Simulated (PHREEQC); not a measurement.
A PHREEQC input (ion-association model, phreeqc.dat):

```
SOLUTION 1
  temp 25
  units mol/kgw
  pH 8.76
  pe -0.7
  Na 34.8
  K 29
  Ca 80.2
  Mg 50.7
  Cl 287
  S(6) 28.5 as SO4
  Alkalinity 109 as HCO3
  Mn(2) 6.57
  Si 0.291 as SiO2
  F 1.04
END
USE solution 1
EQUILIBRIUM_PHASES 1
  Chalcedony 0 0
  CO2(g) -3.4 10
END
```

It stops with these messages:

```
WARNING: Maximum iterations exceeded, 100
WARNING: Maximum iterations exceeded, 100
WARNING: The program has failed to converge to a numerical solution.
ERROR:           Alkalinity has not converged. Total: 1.090000e+02	Calculated: 1.303964e+02	Residual: -2.139641e+01
ERROR: Is non-carbonate alkalinity greater than total alkalinity?
ERROR:                   Ca has not converged. Total: 8.020000e+01	Calculated: 8.030381e+01	Residual: -1.038069e-01
ERROR:                   Cl has not converged. Total: 2.870000e+02	Calculated: 2.247582e+02	Residual: 6.224184e+01
ERROR:                    F has not converged. Total: 1.040000e+00	Calculated: 1.042350e+00	Residual: -2.349534e-03
ERROR:                    K has not converged. Total: 2.900000e+01	Calculated: 1.026233e+01	Residual: 1.873767e+01
ERROR:                   Mg has not converged. Total: 5.070000e+01	Calculated: 5.084307e+01	Residual: -1.430670e-01
ERROR:                Mn(2) has not converged. Total: 6.570000e+00	Calculated: 4.265487e+01	Residual: -3.608487e+01
ERROR:                   Na has not converged. Total: 3.480000e+01	Calculated: 9.745408e+01	Residual: -6.265408e+01
ERROR:                 S(6) has not converged. Total: 2.850000e+01	Calculated: 7.254925e+01	Residual: -4.404925e+01
ERROR:                   Si has not converged. Total: 2.910000e-01	Calculated: 2.918248e-01	Residual: -8.248053e-04
ERROR:                   Mu Ionic strength has not converged. 	Residual: 8.751882e+01
ERROR:               A(H2O) Activity of water has not converged. 	Residual: 5.436260e+00
ERROR: Model failed to converge for initial solution  1.
```

Question: Find the cause and the fix.

Answer: The fault: the units line changed with the numbers kept. The line should read `units mg/kgw` where the input has `units mol/kgw`. With the mend the run ends at pH 8.35 and ionic strength 0.0144 mol/kgw.
